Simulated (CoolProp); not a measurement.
Vapour-liquid equilibrium of propane (1) + R245fa (2) at 0.684 MPa; x and y are mole fractions of (1).

The numbers come from the multi-fluid Helmholtz-energy mixture model, Lemmon 2009 and Akasaka 2015; pair parameters Bell 2016 in CoolProp.

```json
[
 {"x": "0.05", "bubble temperature (K)": "332.5", "y at the bubble point": "0.330", "dew temperature at overall composition x (K)": "345.5", "liquid density (mol/L)": "9.246"},
 {"x": "0.125", "bubble temperature (K)": "315.1", "y at the bubble point": "0.614", "dew temperature at overall composition x (K)": "342.2", "liquid density (mol/L)": "[?]"},
 {"x": "0.2", "bubble temperature (K)": "304.4", "y at the bubble point": "0.739", "dew temperature at overall composition x (K)": "338.9", "liquid density (mol/L)": "9.952"},
 {"x": "0.275", "bubble temperature (K)": "298.3", "y at the bubble point": "0.796", "dew temperature at overall composition x (K)": "[?]", "liquid density (mol/L)": "[?]"},
 {"x": "0.35", "bubble temperature (K)": "[?]", "y at the bubble point": "0.825", "dew temperature at overall composition x (K)": "331.5", "liquid density (mol/L)": "10.26"},
 {"x": "0.425", "bubble temperature (K)": "293.1", "y at the bubble point": "0.841", "dew temperature at overall composition x (K)": "327.4", "liquid density (mol/L)": "10.36"},
 {"x": "0.5", "bubble temperature (K)": "291.9", "y at the bubble point": "[?]", "dew temperature at overall composition x (K)": "[?]", "liquid density (mol/L)": "10.45"},
 {"x": "0.575", "bubble temperature (K)": "290.9", "y at the bubble point": "0.862", "dew temperature at overall composition x (K)": "[?]", "liquid density (mol/L)": "10.55"},
 {"x": "0.65", "bubble temperature (K)": "290.0", "y at the bubble point": "0.872", "dew temperature at overall composition x (K)": "312.2", "liquid density (mol/L)": "10.67"},
 {"x": "0.725", "bubble temperature (K)": "289.1", "y at the bubble point": "0.885", "dew temperature at overall composition x (K)": "305.7", "liquid density (mol/L)": "10.81"},
 {"x": "0.8", "bubble temperature (K)": "288.2", "y at the bubble point": "0.902", "dew temperature at overall composition x (K)": "297.9", "liquid density (mol/L)": "10.98"},
 {"x": "0.875", "bubble temperature (K)": "287.1", "y at the bubble point": "[?]", "dew temperature at overall composition x (K)": "289.8", "liquid density (mol/L)": "11.18"},
 {"x": "0.95", "bubble temperature (K)": "286.2", "y at the bubble point": "0.965", "dew temperature at overall composition x (K)": "286.5", "liquid density (mol/L)": "11.42"}
]
```

Problem. Complete the blanks.

Solution. 
- 0.125, liquid density (mol/L): 9.674
- 0.275, dew temperature at overall composition x (K): 335.3
- 0.275, liquid density (mol/L): 10.13
- 0.35, bubble temperature (K): 295.0
- 0.5, y at the bubble point: 0.852
- 0.5, dew temperature at overall composition x (K): 322.9
- 0.575, dew temperature at overall composition x (K): 317.9
- 0.875, y at the bubble point: 0.927

No azeotrope shows between x = 0.05 and 0.95.

The pair parameters rest on a limited set of measurements; away from them the model extrapolates. With so large a gap from Raoult's law the liquid may split in two, which this calculation doesn't test in full.
